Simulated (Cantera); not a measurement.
Input (Python, Cantera) and output of one run.

```python
import numpy as np
import cantera as ct

gas_names = """
    F F2 H HF H2 H2F2 H3F3 H4F4 H5F5 H6F6 H7F7 Si SiF SiF2 SiF3 SiF4 SiH SiHF3 SiH2 SiH2F2 SiH3 SiH3F
    SiH4 Si2 Si3
""".split()
cond_names = """
    Si(cr) Si(L)
""".split()


# ... load() reads the species with a 1 bar reference pressure and builds the phases ...
atoms = {
    'Si': {'Si': 1},
    'HF': {'H': 1, 'F': 1},
    'H2': {'H': 2},
}
top_T = {}  # K; cautious upper limits of use, not melting points


# ... equilibrate(T, P, feed) seeds the gas with the atoms and calls Mixture.equilibrate('TP', solver="vcs", rtol=1e-11, max_steps=5000) ...
results = []
feed = {'Si': 1, 'HF': 1.6, 'H2': 1.4}  # mol
T = 1475  # K
P = 100000  # Pa
mix = equilibrate(T, P, feed)
results.append((T, P, feed, dict(zip(mix.species_names, mix.species_moles))))
x = sorted(zip(gas.X, gas.species_names), reverse=True)
print(f"T = {T:g} K  P = {P:g} Pa  gas = {mix.phase_moles(0):.4g} mol")
print("   x: " + "  ".join(f"{s} {v:.3e}" for v, s in x if v > 0.001))
print("   condensed (mol): " + ("  ".join(f"{mix.phase(i).name} {mix.phase_moles(i):.4g}"
      for i in range(1, mix.n_phases) if mix.phase_moles(i) > 1e-12) or "none"))
```

Result:

```
T = 1475 K  P = 100000 Pa  gas = 2.593 mol
   x: H2 8.327e-01  SiF4 1.221e-01  SiHF3 2.475e-02  SiF3 1.528e-02  SiH2F2 2.298e-03  HF 1.680e-03  SiF2 1.137e-03
   condensed (mol): Si(cr) 0.5706
```

Equilibrium computed with Cantera from the NASA thermochemical tables; the gas is ideal and each condensed phase is pure. The tables' values for SiF3, SiF2 are old estimates; treat these amounts as uncertain.
